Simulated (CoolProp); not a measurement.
Ammonia at 293.15 K and 0.477 MPa is compressed adiabatically to 1.1 MPa with isentropic efficiency 0.6. Each further row changes one setting.

Values from CoolProp's reference Helmholtz-energy equation of state, Gao 2020.

```
case             work (kJ/kg)  final temperature (K)  final density (kg/m³)
---------------  ------------  ---------------------  ---------------------
as stated                   ?                      ?                      ?
efficiency 1              124                      ?                      ?
efficiency 0.65           191                  381.3                   6.20
```

### Question
Some entries are withheld; supply them.

### Answer

- as stated, work (kJ/kg): 207
- as stated, final temperature (K): 387.7
- as stated, final density (kg/m³): 6.08
- efficiency 1, final temperature (K): 354.7
- efficiency 1, final density (kg/m³): 6.77
